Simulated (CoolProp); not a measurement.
Vapour-liquid equilibrium of diethyl ether (1) + benzene (2) at 318.7 K; x and y are mole fractions of (1).

The numbers come from the multi-fluid Helmholtz-energy mixture model, Thol 2014 and Thol 2012; pair parameters Bell 2016 in CoolProp.

| x | bubble pressure, mixture model (bar) | bubble pressure, Raoult's law (bar) | y, mixture model | y, Raoult's law |
|---|---|---|---|---|
| 0.05 | … | 0.3635 | 0.199 | 0.203 |
| 0.125 | 0.4484 | 0.4516 | … | 0.409 |
| 0.2 | 0.5341 | 0.5397 | 0.537 | 0.548 |
| 0.275 | 0.6199 | 0.6277 | … | 0.648 |
| 0.35 | 0.7059 | 0.7158 | 0.712 | 0.723 |
| 0.425 | 0.7923 | 0.8039 | 0.771 | 0.782 |
| 0.5 | 0.8794 | 0.8919 | 0.820 | 0.829 |
| 0.575 | 0.9672 | 0.9800 | 0.860 | 0.868 |
| 0.65 | … | 1.068 | 0.894 | 0.900 |
| 0.725 | … | 1.156 | … | 0.927 |
| 0.8 | 1.235 | 1.244 | 0.948 | 0.951 |
| 0.875 | 1.326 | 1.332 | 0.969 | 0.971 |
| 0.95 | … | 1.420 | … | 0.989 |

### Question
Fill in the missing entries.

### Answer

- 0.05, bubble pressure, mixture model (bar): 0.3625
- 0.125, y, mixture model: 0.400
- 0.275, y, mixture model: 0.636
- 0.65, bubble pressure, mixture model (bar): 1.056
- 0.725, bubble pressure, mixture model (bar): 1.145
- 0.725, y, mixture model: 0.923
- 0.95, bubble pressure, mixture model (bar): 1.418
- 0.95, y, mixture model: 0.988

The largest gap from Raoult's law is -1.4 % in bubble pressure, at x = 0.425. No azeotrope shows between x = 0.05 and 0.95.

The pair parameters rest on a limited set of measurements; away from them the model extrapolates.
